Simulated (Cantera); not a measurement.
Input: 1 mol BF3, 19 mol H2, held at 2100 °C and 10.0 mbar.

Equilibrium computed with Cantera from the NASA thermochemical tables; the gas is ideal and each condensed phase is pure. Candidate condensed phases: B; 20 gas species. The tables' values for BF2, BH2 are old estimates; treat these amounts as uncertain. Rates play no part.

Base state: H2 0.752, H 0.121, HF 0.0815, BF 0.0371, BF2 0.00720, BF3 0.000510, BHF2 0.000127, F 1.94e-5 (mole fractions); condensed: gas only.

Q: What changes in the equilibrium state with this change: temperature from 2100 °C to 1277 °C?

A: 
```
species    before     after
-------  --------  --------
H2          0.752     0.940
BF3      0.000510    0.0407
HF         0.0815    0.0101
H           0.121  0.000305
BF         0.0371  0.000967
F         1.94e-5     <1e-9
B         1.22e-5     <1e-9
BHF2     0.000127   0.00399
```
The tables' values for BF2 are old estimates; treat these amounts as uncertain.
